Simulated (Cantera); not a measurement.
A freely propagating, adiabatic, planar premixed flame of 26.7 % H2, 15.4 % O2, 57.9 % N2, equivalence ratio 0.87, unburnt at 625 K and 1.97 atm; mixture-averaged transport, grid criteria slope 0.08 and curve 0.16, no radiation.

Cantera simulation using the H2/O2 subset of GRI-Mech 3.0, which has no nitrogen chemistry; the numbers are that mechanism's predictions, not measurements. Burning velocities carry a grid error of a few per cent, more on coarse grids.

Q: Predict: laminar burning velocity; thermal thickness; peak x(HO2); peak x(H2O2); peak x(O); peak x(OH).

A: 
| Item | Result |
|---|---|
| laminar burning velocity | 721 cm/s |
| thermal thickness | 0.192 mm |
| peak x(HO2) | 0.000480 |
| peak x(H2O2) | 2.83e-5 |
| peak x(O) | 0.0131 |
| peak x(OH) | 0.0187 |
